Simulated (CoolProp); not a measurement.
Vapour-liquid equilibrium of R22 (1) + R115 (2) at 1.27 MPa; x and y are mole fractions of (1).

The numbers come from the multi-fluid Helmholtz-energy mixture model, Kamei 1995 and Lemmon 2016; pair parameters Bell 2016 in CoolProp.

```
x     bubble temperature, mixture model (K)  bubble temperature, Raoult's law (K)  y, mixture model  y, Raoult's law
----  -------------------------------------  ------------------------------------  ----------------  ---------------
0.05                                  309.3                                 311.4             0.085            0.058
0.2                                   305.1                                 310.4             0.267            0.226
0.35                                  303.1                                 309.4             0.395            0.385
0.5                                   302.4                                 308.5             0.510            0.538
0.65                                  302.6                                 307.6             0.631            0.684
0.8                                   303.5                                 306.7             0.773            0.823
0.95                                  305.0                                 305.9             0.939            0.957
```

The largest gap from Raoult's law is -6.3 K in bubble temperature, at x = 0.35. y crosses x between x = 0.5 and 0.65: the model has an azeotrope there.

The pair parameters rest on a limited set of measurements; away from them the model extrapolates.
